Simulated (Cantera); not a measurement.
**Moist CO burnout**

A perfectly stirred reactor is fed with CO : O2 : H2O : N2 = 0.021 : 0.054 : 0.0022 : 1 (molar parts), at 0.987 atm; it is held at 1400 K, and followed from long to short residence time.

Detailed kinetics in Cantera: GRI-Mech 3.0 (53 species, 325 reactions).

```tsv
τ (s)	x CO	x O2	x H2O	x OH	x N2O	x NO2	x CO2
2.8	9.52e-5	0.0408	0.00205	2.82e-5	1.22e-6	8.49e-8	0.0196
1.3	0.000160	0.0408	0.00204	3.59e-5	1.46e-6	7.35e-8	0.0195
0.57	0.000280	0.0409	0.00204	4.64e-5	1.63e-6	5.57e-8	0.0194
0.26	0.000473	0.0409	0.00203	5.92e-5	1.67e-6	3.87e-8	0.0192
0.12	0.000790	0.0411	0.00202	7.51e-5	1.61e-6	2.51e-8	0.0189
0.054	0.00133	0.0413	0.00200	9.55e-5	1.50e-6	1.55e-8	0.0183
0.024	0.00222	0.0416	0.00197	0.000121	1.34e-6	9.54e-9	0.0174
0.011	0.00358	0.0421	0.00193	0.000148	1.18e-6	6.24e-9	0.0161
0.0050	0.00562	0.0429	0.00189	0.000177	1.03e-6	4.26e-9	0.0140
0.0023	0.00841	0.0441	0.00184	0.000200	8.73e-7	2.86e-9	0.0112
```
x: mole fraction; the columns are a selection and need not sum to one.
